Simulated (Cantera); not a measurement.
# Fe2O3 + C + CO (carbothermic reduction)

Feed: 1 mol Fe2O3, a varied amount of C, 0.036 mol CO, equilibrated at 2125 °C and 13.0 Pa.

Method: chemical equilibrium by Gibbs-energy minimisation in Cantera with the NASA 1993 tables (ideal gas, pure condensed phases). Candidate condensed phases: C, Fe, Fe(CO)5, FeO, Fe2O3, Fe3O4; 15 gas species. The numbers say what is thermodynamically allowed, not how fast it happens.

```tsv
n(C) (mol)	x CO	x Fe	x O	x O2	x CO2	x FeO	n C(graphite)
0.61	0.126	0.442	0.264	0.123	0.0240	0.0219	0
0.77	0.157	0.439	0.247	0.108	0.0281	0.0204	0
0.98	0.198	0.435	0.226	0.0904	0.0323	0.0185	0
1.2	0.241	0.430	0.204	0.0733	0.0354	0.0165	0
1.6	0.319	0.423	0.162	0.0463	0.0373	0.0128	0
2	0.398	0.415	0.119	0.0249	0.0341	0.00926	0
2.6	0.519	0.404	0.0501	0.00444	0.0188	0.00380	0
3.2	0.602	0.397	5.81e-10	<1e-12	2.53e-10	4.33e-11	0.187
```
x: gas mole fraction; n: condensed amount in mol.

From 0.61 mol C to 2.6 mol C nothing is condensed. At 3.2 mol C the condensed part is C(graphite). The main Fe-bearing gas is Fe throughout.
